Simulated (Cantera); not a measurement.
Input: 1 mol SiH₂Cl₂, 0.42 mol C₃H₈, 230 mol H₂, equilibrated at 40000 Pa.

Cantera equilibrium calculation (NASA polynomials, part measured and part estimated; ideal gas, pure solids and liquids). Candidate condensed phases: C, C₆H₆, C₇H₈, C₈H₁₈, Si, SiC; 109 gas species. The tables' values for SiCl are old estimates; treat these amounts as uncertain. Gases not in the tables: Si₂H₆ and higher silanes. Equilibrium is a limit: real reactors are often held back by kinetics, nucleation or transport. All values below are at 2248 K.

Base state: H₂ 0.979, H 0.0115, HCl 0.00835, C₂H₂ (acetylene) 0.000825, Si 0.000357, SiH 9.01e-5, SiH₂ 8.92e-5, Cl 7.10e-5 (mole fractions); condensed: SiC(s).

Task: What changes in the equilibrium state with this change: C₃H₈ from 0.42 to 0.53 mol?

Result: 
```
species             before     after
----------------  --------  --------
H₂                   0.979     0.978
H                   0.0115    0.0115
HCl                0.00835   0.00836
C₂H₂ (acetylene)  0.000825   0.00144
Si                0.000357  0.000270
SiH₂               8.92e-5   6.76e-5
SiH                9.01e-5   6.83e-5
SiC₂               1.04e-5   1.38e-5
Si₂C               2.46e-5   1.86e-5
CH₃                1.02e-5   1.35e-5
SiC(s), mol          0.847     0.883
```
